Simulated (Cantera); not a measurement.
# Adiabatic ignition

An adiabatic, constant-pressure homogeneous reactor starts with 10.9 % CH₄, 0.872 % H₂, 18.5 % O₂, 69.7 % N₂, at 1575 K and 17.8 atm.

Computed with Cantera and GRI-Mech 3.0 (53 species, 325 reactions). The pressure lies above the range GRI-Mech 3.0 was tuned for (to about 10 atm). Above 3000 K some thermodynamic fits are extrapolated.

```
t (s)     T (K)     x CH₄     x H₂     x O₂    x C₂H₂   x C₂H     x HCO      x H
--------  -----  --------  -------  -------  --------  ------  --------  -------
2.00e-6    1575     0.109  0.00872    0.185    <1e-12  <1e-12  8.26e-11  1.11e-7
6.59e-6    1575     0.109  0.00872    0.185  4.92e-10  <1e-12   4.26e-9  6.12e-7
2.17e-5    1589     0.106  0.00889    0.183   3.18e-7  <1e-12   1.66e-7  2.59e-6
7.14e-5    3003  1.46e-12   0.0292  0.00424    <1e-12  <1e-12   5.05e-7  0.00645
0.000235   2990  1.68e-12   0.0301  0.00363    <1e-12  <1e-12   5.06e-7  0.00630
0.000775   2989  1.69e-12   0.0301  0.00361    <1e-12  <1e-12   5.06e-7  0.00630
0.00255    2989  1.69e-12   0.0301  0.00361    <1e-12  <1e-12   5.06e-7  0.00630
0.00840    2989  1.69e-12   0.0301  0.00361    <1e-12  <1e-12   5.06e-7  0.00630
0.0277     2989  1.69e-12   0.0301  0.00361    <1e-12  <1e-12   5.06e-7  0.00630
0.0911     2989  1.69e-12   0.0301  0.00361    <1e-12  <1e-12   5.06e-7  0.00630
0.300      2989  1.69e-12   0.0301  0.00361    <1e-12  <1e-12   5.06e-7  0.00630
```
x: mole fraction; the columns are a selection and need not sum to one.

```json
{
  "time_of_steepest_temperature_rise": "45.8 µs",
  "temperature at 0.300 s": "2989 K",
  "equilibrium_temperature": "2989 K",
  "x(CH₄) at 0.300 s": "1.69e-12 (gas-phase equilibrium 2.02e-12)",
  "x(H₂) at 0.300 s": "0.0301 (gas-phase equilibrium 0.0301)",
  "x(O₂) at 0.300 s": "0.00361 (gas-phase equilibrium 0.00361)"
}
```
